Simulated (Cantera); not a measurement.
A perfectly stirred reactor is fed with C3H8 : O2 : N2 = 1 : 3.85 : 14.5 (molar parts), at 3.65 atm; it is adiabatic with a 798 K inlet, and is followed from long to short residence time, starting on the burning branch (τ in s: 0.081, 0.033, 0.013, 0.0053, 0.0021, 0.00085, 0.00034, 0.00014, 5.5e-05, 2.2e-05, 8.9e-06).

Detailed kinetics in Cantera: GRI-Mech 3.0 (53 species, 325 reactions). GRI-Mech 3.0 was tuned for natural gas; its chemistry of propane as a main component is partial and can be far from experiment.

### Question
Predict: blow-out, bracketed by the residence times tried; x(C3H8) at τ = 81.0 ms; x(O2) at τ = 81.0 ms; x(H2) at τ = 81.0 ms; x(CH3) at τ = 81.0 ms; x(CH4) at τ = 81.0 ms; x(C3H8) at τ = 0.850 ms; x(O2) at τ = 0.850 ms; x(H2) at τ = 0.850 ms; x(CH3) at τ = 0.850 ms; x(CH4) at τ = 0.850 ms.

### Answer
- blow-out, bracketed by the residence times tried = burning at 22.0 µs, out at 8.90 µs
- x(C3H8) at τ = 81.0 ms = 4.77e-8
- x(O2) at τ = 81.0 ms = 0.000223
- x(H2) at τ = 81.0 ms = 0.0308
- x(CH3) at τ = 81.0 ms = 1.35e-6
- x(CH4) at τ = 81.0 ms = 1.06e-6
- x(C3H8) at τ = 0.850 ms = 2.82e-6
- x(O2) at τ = 0.850 ms = 0.00146
- x(H2) at τ = 0.850 ms = 0.0315
- x(CH3) at τ = 0.850 ms = 4.31e-5
- x(CH4) at τ = 0.850 ms = 1.80e-5
